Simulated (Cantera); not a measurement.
Reactions in the system Cu-H-N-O

Source: NASA polynomial tables (part measured, part estimated), evaluated in Cantera. Values are per mole of reaction as written; species without (g) are pure solids or liquids, kept so even where they would boil at 1 bar.

2 H(g) + 2 N2O(g) + Cu → Cu(OH)2 + 2 N2(g)

```
T (K)  ΔH° (kJ)  ΔS° (J/K)  ΔG° (kJ)  log10 K   condensed phases
-----  --------  ---------  --------  -------  -----------------
300     -1049.5     -210.9    -986.3   171.72  Cu(s), Cu(OH)2(s)
750     -1047.5     -206.3    -892.7    62.17  Cu(s), Cu(OH)2(s)
850     -1047.0     -205.7    -872.1    53.59  Cu(s), Cu(OH)2(s)
950     -1046.5     -205.2    -851.6    46.82  Cu(s), Cu(OH)2(s)
1050    -1046.1     -204.8    -831.1    41.34  Cu(s), Cu(OH)2(s)
1150    -1045.7     -204.4    -810.6    36.82  Cu(s), Cu(OH)2(s)
1250    -1045.5     -204.2    -790.2    33.02  Cu(s), Cu(OH)2(s)
1350    -1045.4     -204.1    -769.8    29.78  Cu(s), Cu(OH)2(s)
1450    -1058.5     -213.8    -748.5    26.96  Cu(l), Cu(OH)2(s)
```
